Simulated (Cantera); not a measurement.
A closed system holds: 1 mol B, 0.3 mol O2, 42 mol N2, equilibrated at 2700 Pa.

These are equilibrium values from Cantera (NASA tables, ideal gas, pure condensed phases), not measurements of a reactor. Candidate condensed phases: B, BN, B2O3; 17 gas species. N2 is the only nitrogen source here; it is nearly inert below about 1500 K, so the nitride shown seldom forms there in practice. Mutual solubility and eutectic melting of coexisting phases are not modelled. Equilibrium is a limit: real reactors are often held back by kinetics, nucleation or transport. All values below are at 1248 K.

Base state: N2 1.000 (mole fractions); condensed: BN(s) + B2O3(l).

### Question
What changes in the equilibrium state with this change: B replaced by B2H6?

### Answer
```
species       before     after
------------  ------  --------
N2             1.000     0.932
H2                 0    0.0676
H2O                0  0.000173
HBO2               0  0.000128
BN(s), mol     0.600      1.61
B2O3(l), mol   0.200     0.194
```
The feed counts by its element totals alone. Further candidate phases: B3O3H3, H2O.
